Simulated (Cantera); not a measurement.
An isothermal, constant-pressure homogeneous reactor starts with CH₄ : N₂ = 1 : 170 (molar parts), at 1248 K and 100.0 Torr. Integrator tolerance rtol = 1e-08.

Model: GRI-Mech 3.0 (53 species, 325 reactions), integrated in Cantera. GRI-Mech 3.0 stops at C3 and has no aromatics, soot or wall deposition, so with more carbon than oxygen in the feed, carbon stays in small species such as C2H2 where larger ones or solid carbon would form.

What does this change do: temperature 1248 to 1773 K?


| quantity | before | after |
|---|---|---|
| x(CH₄) at 30.0 s | 0.00578 (gas-phase equilibrium 3.43e-5) | 1.17e-7 (gas-phase equilibrium 7.16e-8) |
| x(CH₂) at 30.0 s | 1.89e-11 (gas-phase equilibrium <1e-12) | 1.84e-10 (gas-phase equilibrium 1.13e-10) |
| x(HCN) at 30.0 s | <1e-12 (gas-phase equilibrium 0.00537) | 5.46e-5 (gas-phase equilibrium 0.00564) |
| x(C₂H) at 30.0 s | <1e-12 (gas-phase equilibrium <1e-12) | 1.89e-7 (gas-phase equilibrium 5.77e-9) |
| x(C₂H₄) at 30.0 s | 1.72e-5 (gas-phase equilibrium 1.38e-6) | 9.36e-8 (gas-phase equilibrium 2.86e-9) |
| x(CH₃) at 30.0 s | 1.98e-6 (gas-phase equilibrium 9.18e-9) | 1.99e-8 (gas-phase equilibrium 1.22e-8) |
| x(H₂) at 30.0 s | 6.75e-5 (gas-phase equilibrium 0.00867) | 0.00868 (gas-phase equilibrium 0.00868) |
